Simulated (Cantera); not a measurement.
Input (Python, Cantera):

```python
import numpy as np
import cantera as ct

surf = ct.Interface("diamond.yaml", "diamond_100")
gas, bulk = surf.adjacent["gas"], surf.adjacent["diamond"]
k = surf.kinetics_species_index(bulk.species_names[0])
cover = ["c6HH", "c6H*", "c6*H", "c6**", "c6HM", "c6B"]

rows, drift = [], 0.0
print(f"{'P':>10s}{'um/h':>11s}" + "".join(f"{s:>11s}" for s in cover))
for v in [830, 1200, 1900, 2800, 4100, 6200, 9200, 14000]:
    T, P, xH, xCH3 = 1025, v, 0.00072, 0.00052
    gas.TPX = T, P, {"H": xH, "CH3": xCH3, "CH4": 0.014, "H2": 1 - xH - xCH3 - 0.014}
    surf.TP = bulk.TP = T, P
    surf.coverages = "c6H*:0.1, c6HH:0.9"
    surf.advance_coverages(100.0)
    before = surf.coverages
    surf.advance_coverages(100.0)
    drift = max(drift, np.max(np.abs(surf.coverages - before) / (surf.coverages + 1e-9)))
    rate = surf.net_production_rates[k] * bulk.mean_molecular_weight / bulk.density * 3.6e9
    rows.append([rate, *surf[cover].coverages])
    print(f"{v:10.4g}{rate:11.4e}" + "".join(f"{x:11.3e}" for x in rows[-1][1:]))
```

Output:

```
         P       um/h       c6HH       c6H*       c6*H       c6**       c6HM        c6B
       830 5.6255e-01  5.218e-01  1.812e-02  3.465e-01  7.853e-03  7.387e-02  1.527e-09
      1200 1.0041e+00  5.066e-01  1.757e-02  3.359e-01  7.612e-03  9.294e-02  2.725e-09
      1900 1.9891e+00  4.866e-01  1.684e-02  3.219e-01  7.294e-03  1.182e-01  5.397e-09
      2800 3.4158e+00  4.701e-01  1.624e-02  3.103e-01  7.033e-03  1.389e-01  9.269e-09
      4100 5.6347e+00  4.554e-01  1.570e-02  3.000e-01  6.799e-03  1.574e-01  1.529e-08
      6200 9.3973e+00  4.419e-01  1.521e-02  2.906e-01  6.586e-03  1.744e-01  2.550e-08
      9200 1.4930e+01  4.317e-01  1.484e-02  2.835e-01  6.424e-03  1.873e-01  4.051e-08
   1.4e+04 2.3923e+01  4.235e-01  1.454e-02  2.777e-01  6.295e-03  1.976e-01  6.492e-08
```

Computed with Cantera and the Harris–Goodwin 1993 mechanism for the reconstructed diamond (100) surface.
